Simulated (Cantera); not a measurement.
Input: 1 mol B, a varied amount of N₂, 17 mol H₂, at 1900 °C and 11.3 Torr.

These are equilibrium values from Cantera (NASA tables, ideal gas, pure condensed phases), not measurements of a reactor. Candidate condensed phases: B, BN; 15 gas species. Mutual solubility and eutectic melting of coexisting phases are not modelled. The tables' values for BH₂ are old estimates; treat these amounts as uncertain. The numbers say what is thermodynamically allowed, not how fast it happens.

x: gas mole fraction; n: condensed amount in mol.

| n(N₂) (mol) | x H₂ | x N₂ | x H | x BH₂ | n B(s) | n BN(s) |
|---|---|---|---|---|---|---|
| 0.2 | 0.949 | 0.0114 | 0.0384 | 0.00111 | 0.978 | 0 |
| 0.36 | 0.940 | 0.0203 | 0.0382 | 0.00110 | 0.978 | 0 |
| 0.63 | 0.926 | 0.0351 | 0.0379 | 0.00108 | 0.978 | 0 |
| 1.1 | 0.902 | 0.0596 | 0.0374 | 0.00105 | 0.978 | 0 |
| 1.9 | 0.877 | ? | 0.0369 | 0.00102 | ? | ? |
| 3.4 | 0.820 | 0.143 | 0.0357 | 0.000734 | 0 | 0.983 |
| 6 | ? | ? | 0.0336 | 0.000501 | 0 | 0.986 |
| 11 | 0.593 | 0.376 | 0.0304 | 0.000328 | 0 | 0.989 |

Problem. Fill in the missing entries.

Solution. 
- 1.9, x N₂: 0.0845
- 1.9, n B(s): 0.382
- 1.9, n BN(s): 0.596
- 6, x H₂: 0.725
- 6, x N₂: 0.241
